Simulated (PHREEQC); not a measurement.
Make-up at 81 °C: 1.5 mmol/kgw H2SO4, 14 mmol/kgw FeSO4 and 2.2 mmol/kgw Na2SO4. Closed to the air; pH follows from the charge balance.

All values are PHREEQC results (ion-association model, phreeqc.dat), not measurements.

| quantity | before | after |
|---|---|---|
| pH | 3.05 | 3.38 |
| ionic strength (mol/kgw) | 0.0371 | 0.126 |
| SO4-2 (mol/kgw) | 0.00919 | 0.0313 |
| Fe+2 (mol/kgw) | 0.00749 | 0.0301 |
| FeSO4 (mol/kgw) | 0.00642 | 0.0397 |
| HSO4- (mol/kgw) | 0.00188 | 0.00221 |
| SI of Melanterite (FeSO4:7H2O) | -3.08 | -2.28 |

Q: Name the change that produced these shifts.
A) temperature from 81 to 55 °C
B) 0.0075 mol/kgw KCl added
C) FeSO4 from 0.014 to 0.07 mol/kgw
D) H2SO4 replaced by (NH4)2SO4 at the same molality

A: C, FeSO4 from 0.014 to 0.07 mol/kgw

No solid was allowed to form. Constants without temperature data keep their 25 °C values here.
